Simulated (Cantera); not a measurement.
A closed system holds: 1 mol Ta(OEt)5, 8.3 mol CO2, at 2025 K and 1.00 bar.

Cantera equilibrium calculation (NASA polynomials, part measured and part estimated; ideal gas, pure solids and liquids). Candidate condensed phases: C, C6H6, C7H8, C8H18, H2O, Ta, TaC, Ta2O5; 113 gas species. The feed counts by its element totals alone. Rates play no part.

Base state: CO 0.587, H2 0.385, H2O 0.0196, CO2 0.00638, H 0.00119 (mole fractions); condensed: Ta2O5(s).

Task: What changes in the equilibrium state with this change: temperature from 2025 K to 2175 K?

Result: 
| species | before | after |
|---|---|---|
| CO | 0.587 | 0.587 |
| H2 | 0.385 | 0.384 |
| H2O | 0.0196 | 0.0200 |
| H | 0.00119 | 0.00302 |
| CO2 | 0.00638 | 0.00590 |
| OH | 6.34e-6 | 2.12e-5 |
| Ta2O5(s), mol | 0.500 | 0 |
| Ta2O5(l), mol | 0 | 0.500 |
